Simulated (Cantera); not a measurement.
A closed system holds: 1 mol V, 1.1 mol O₂, 120 mol H₂, held at 1.00 bar.

These are equilibrium values from Cantera (NASA tables, ideal gas, pure condensed phases), not measurements of a reactor. Candidate condensed phases: H₂O, V, VO, V₂O₃, V₂O₄, V₂O₅; 12 gas species. Mutual solubility and eutectic melting of coexisting phases are not modelled. VO: taken at fixed stoichiometry. Condensed phases not in the tables: the oxides between V₂O₃ and V₂O₅ other than VO₂. The numbers say what is thermodynamically allowed, not how fast it happens.

At 1673 K, list the 3 most abundant gas species with their mole fractions, and the condensed phases.

H₂ 0.991, H₂O 0.00857, H 0.000113. Condensed: VO(s) + V₂O₃(s).
